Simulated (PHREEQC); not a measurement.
Consider water at 25 °C with 0.0013 mol/kgw KOH, 0.23 mol/kgw Fe(NO3)3 and 4.7e-05 mol/kgw CO2. Closed to the air; pH follows from the charge balance.

The numbers come from PHREEQC with the ion-association model, wateq4f.dat.

Precipitation was switched off in this run.

Estimate the pH.

pH 1.65.

In which forms is Fe present?

Fe+3 86 %, FeOH+2 9.9 %, Fe2(OH)2+4 3.7 % of the Fe.

Saturation is exceeded, for instance for Hematite (slow to form), Goethite (slow to form); the values hold only as long as no solid forms. The ionic strength is past about 0.7 mol/kgw, beyond the range of this activity model, so the values are rough. Species that the database lacks are ignored.
